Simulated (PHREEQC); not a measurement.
Model water analysis in mmol/kgw, 25 °C, pH 6.76, pe 11.2:

```tsv
constituent	mmol/kgw
Na	0.262
K	0.0448
Ca	0.482
Mg	0.286
Cl	0.95
S(6)	0.15
Alkalinity (meq/kgw)	0.586
O(0) (counted as O atoms)	0.0042
Si	0.0076
Zn	0.0334
Pb	0.000928
```

Valence states are taken as typed.

The numbers come from PHREEQC with the ion-association model, phreeqc.dat.

```
Quantity                        Value
--------------------  ---------------
ionic strength        0.00276 mol/kgw
specific conductance        212 µS/cm
charge-balance error            2.0 %
```

```
species  molality  activity   log γ
-------  --------  --------  ------
Cl-      0.000950  0.000897  -0.025
HCO3-    0.000577  0.000545  -0.024
Ca+2     0.000472  0.000376  -0.098
Mg+2     0.000279  0.000223  -0.097
Na+      0.000262  0.000247  -0.025
CO2      0.000213  0.000213   0.000
SO4-2    0.000136  0.000109  -0.099
K+        4.48e-5   4.22e-5  -0.025
```

No solid was allowed to form.
